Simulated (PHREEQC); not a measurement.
Ca(OH)2 is added in steps, without added water, to 1 kg of water holding 0.18 mol Cu(NO3)2, at 25 °C. O2 is buffered at 0.21 atm. The system is closed to CO2. Solids allowed: Portlandite, Cu(OH)2, Cu2(OH)3NO3. Others were left out.

Base run: PHREEQC, ion-association model, wateq4f.dat. Each further column changes one thing. The table gives pH.

```json
[
 {"Ca(OH)2 added (mol)": "0", "base": "4.11", "all activity coefficients set to 1": "3.73", "Davies equation for every ion": "4.06", "Debye-Hückel limiting law": "4.47"},
 {"Ca(OH)2 added (mol)": "0.019", "base": "4.25", "all activity coefficients set to 1": "3.78", "Davies equation for every ion": "4.18", "Debye-Hückel limiting law": "4.88"},
 {"Ca(OH)2 added (mol)": "0.038", "base": "4.31", "all activity coefficients set to 1": "3.83", "Davies equation for every ion": "4.24", "Debye-Hückel limiting law": "4.92"},
 {"Ca(OH)2 added (mol)": "0.057", "base": "4.37", "all activity coefficients set to 1": "3.90", "Davies equation for every ion": "4.31", "Debye-Hückel limiting law": "4.97"},
 {"Ca(OH)2 added (mol)": "0.076", "base": "4.45", "all activity coefficients set to 1": "3.99", "Davies equation for every ion": "4.40", "Debye-Hückel limiting law": "5.03"},
 {"Ca(OH)2 added (mol)": "0.095", "base": "4.57", "all activity coefficients set to 1": "4.11", "Davies equation for every ion": "4.52", "Debye-Hückel limiting law": "5.13"},
 {"Ca(OH)2 added (mol)": "0.114", "base": "4.76", "all activity coefficients set to 1": "4.30", "Davies equation for every ion": "4.71", "Debye-Hückel limiting law": "5.30"},
 {"Ca(OH)2 added (mol)": "0.133", "base": "5.44", "all activity coefficients set to 1": "4.99", "Davies equation for every ion": "5.40", "Debye-Hückel limiting law": "5.97"},
 {"Ca(OH)2 added (mol)": "0.152", "base": "7.32", "all activity coefficients set to 1": "7.53", "Davies equation for every ion": "7.39", "Debye-Hückel limiting law": "7.18"},
 {"Ca(OH)2 added (mol)": "0.171", "base": "7.36", "all activity coefficients set to 1": "7.58", "Davies equation for every ion": "7.44", "Debye-Hückel limiting law": "7.21"},
 {"Ca(OH)2 added (mol)": "0.19", "base": "11.87", "all activity coefficients set to 1": "11.71", "Davies equation for every ion": "11.90", "Debye-Hückel limiting law": "11.88"}
]
```

The database's constant for dissolved Cu(OH)2 is higher than later reviews accept.
